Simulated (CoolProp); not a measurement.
Vapour pressure (bar) of R114: the reference equation beside estimates from Tc = 147.5 °C, pc = 33.52 bar, ω = 0.252. Clausius-Clapeyron is anchored at 9.15 °C with a constant enthalpy of vaporisation of 22.90 kJ/mol.

Model: reference Helmholtz-energy equation of state, Platzer 1990, in CoolProp. This equation is an older, rougher fit; its heat capacities, sound speeds and derivatives of the liquid may be far off and weren't checked against measurements.

```
T (°C)  reference  Lee-Kesler  Clausius-Clapeyron  van der Waals  Redlich-Kwong  Soave-Redlich-Kwong  Peng-Robinson
------  ---------  ----------  ------------------  -------------  -------------  -------------------  -------------
9.15        1.247       1.223               1.247          5.404          2.034                1.224          1.226
13.45       1.454       1.430               1.443          5.849          2.326                1.430          1.430
17.75       1.687       1.663               1.663          6.318          2.646                1.663          1.659
22.15       1.954       1.931               1.915          6.823          3.006                1.930          1.923
26.45       2.246       2.223               2.190          7.341          3.390                2.222          2.210
30.75       2.569       2.547               2.494          7.883          3.808                2.546          2.529
35.05       2.927       2.906               2.830          8.452          4.262                2.906          2.883
39.45       3.330       3.311               3.209          9.060          4.765                3.312          3.283
43.75       3.764       3.747               3.617          9.681          5.296                3.750          3.713
48.05       4.239       4.223               4.063          10.33          5.867                4.230          4.185
52.35       4.758       4.744               4.550          11.00          6.480                4.755          4.701
56.65       5.323       5.310               5.081          11.71          7.136                5.328          5.264
61.05       5.951       5.940               5.671          12.45          7.853                5.965          5.891
```

Absolute difference from the reference over all 13 rows, mean and median: Lee-Kesler 0.8 and 0.7 %, Clausius-Clapeyron 2.9 and 3.3 %, van der Waals 201.2 and 188.8 %, Redlich-Kwong 46.4 and 45.6 %, Soave-Redlich-Kwong 0.8 and 0.7 %, Peng-Robinson 1.4 and 1.5 %.
